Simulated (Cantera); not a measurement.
Thermodynamics of silicon etching in halogen gases, feed Si + HCl + H2 + HF

A closed system holds: 1 mol Si, 13 mol HCl, 0.39 mol H2, 0.00043 mol HF, equilibrated at 0.100 bar.

Equilibrium computed with Cantera from the NASA thermochemical tables; the gas is ideal and each condensed phase is pure. Candidate condensed phases: Si; 37 gas species. The tables' values for SiCl3 are old estimates; treat these amounts as uncertain. Equilibrium is a limit: real reactors are often held back by kinetics, nucleation or transport.

```json
[
 {"T (°C)": "177", "log p HCl": "-1.14", "log p H2": "-1.71", "log p SiCl4": "-2.09", "log p SiCl2": "<-13", "log p SiCl3": "<-13", "log p SiHCl3": "-9.30", "log p Cl": "<-13", "log p H": "<-13"},
 {"T (°C)": "277", "log p HCl": "-1.14", "log p H2": "-1.71", "log p SiCl4": "-2.09", "log p SiCl2": "<-13", "log p SiCl3": "<-13", "log p SiHCl3": "-7.79", "log p Cl": "<-13", "log p H": "<-13"},
 {"T (°C)": "377", "log p HCl": "-1.14", "log p H2": "-1.71", "log p SiCl4": "-2.09", "log p SiCl2": "<-13", "log p SiCl3": "-10.68", "log p SiHCl3": "-6.76", "log p Cl": "<-13", "log p H": "<-13"},
 {"T (°C)": "477", "log p HCl": "-1.14", "log p H2": "-1.71", "log p SiCl4": "-2.09", "log p SiCl2": "<-13", "log p SiCl3": "-8.78", "log p SiHCl3": "-6.01", "log p Cl": "-12.75", "log p H": "<-13"},
 {"T (°C)": "577", "log p HCl": "-1.14", "log p H2": "-1.71", "log p SiCl4": "-2.09", "log p SiCl2": "-10.73", "log p SiCl3": "-7.34", "log p SiHCl3": "-5.45", "log p Cl": "-10.97", "log p H": "-11.55"},
 {"T (°C)": "677", "log p HCl": "-1.14", "log p H2": "-1.71", "log p SiCl4": "-2.09", "log p SiCl2": "-8.79", "log p SiCl3": "-6.20", "log p SiHCl3": "-5.01", "log p Cl": "-9.56", "log p H": "-10.11"},
 {"T (°C)": "777", "log p HCl": "-1.14", "log p H2": "-1.72", "log p SiCl4": "-2.09", "log p SiCl2": "-7.23", "log p SiCl3": "-5.29", "log p SiHCl3": "-4.65", "log p Cl": "-8.41", "log p H": "-8.95"},
 {"T (°C)": "877", "log p HCl": "-1.14", "log p H2": "-1.72", "log p SiCl4": "-2.10", "log p SiCl2": "-5.95", "log p SiCl3": "-4.54", "log p SiHCl3": "-4.37", "log p Cl": "-7.46", "log p H": "-7.99"},
 {"T (°C)": "977", "log p HCl": "-1.14", "log p H2": "-1.72", "log p SiCl4": "-2.10", "log p SiCl2": "-4.88", "log p SiCl3": "-3.92", "log p SiHCl3": "-4.13", "log p Cl": "-6.66", "log p H": "-7.17"},
 {"T (°C)": "1077", "log p HCl": "-1.14", "log p H2": "-1.73", "log p SiCl4": "-2.13", "log p SiCl2": "-4.01", "log p SiCl3": "-3.42", "log p SiHCl3": "-3.96", "log p Cl": "-5.98", "log p H": "-6.49"},
 {"T (°C)": "1177", "log p HCl": "-1.13", "log p H2": "-1.74", "log p SiCl4": "-2.19", "log p SiCl2": "-3.32", "log p SiCl3": "-3.04", "log p SiHCl3": "-3.87", "log p Cl": "-5.37", "log p H": "-5.90"},
 {"T (°C)": "1277", "log p HCl": "-1.12", "log p H2": "-1.78", "log p SiCl4": "-2.33", "log p SiCl2": "-2.83", "log p SiCl3": "-2.80", "log p SiHCl3": "-3.90", "log p Cl": "-4.83", "log p H": "-5.39"},
 {"T (°C)": "1377", "log p HCl": "-1.11", "log p H2": "-1.84", "log p SiCl4": "-2.55", "log p SiCl2": "-2.54", "log p SiCl3": "-2.71", "log p SiHCl3": "-4.05", "log p Cl": "-4.34", "log p H": "-4.96"}
]
```
log p: log10 of the partial pressure in bar; nothing condenses.

From 177 °C to 1377 °C nothing is condensed. The main Si-bearing gas is SiCl4 at 177 °C and SiCl2 at 1377 °C.
